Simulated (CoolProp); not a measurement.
Vapour-liquid equilibrium of R125 (1) + dimethyl ether (2) at 0.34 MPa; x and y are mole fractions of (1).

Model: multi-fluid Helmholtz-energy mixture model, Lemmon 2005 and Wu 2011; pair parameters Bell 2016, in CoolProp.

**Question.** Give the bubble temperature and the first vapour's composition at x = 0.25, 0.45, 0.65. Is there an azeotrope?

**Answer.** x = 0.25: 2.8 °C, y = 0.356; x = 0.45: -2.2 °C, y = 0.623; x = 0.65: -8.7 °C, y = 0.833. No azeotrope shows between x = 0.05 and 0.95.

Pair parameters are fitted to limited data, so mixtures are less certain than the pure fluids.
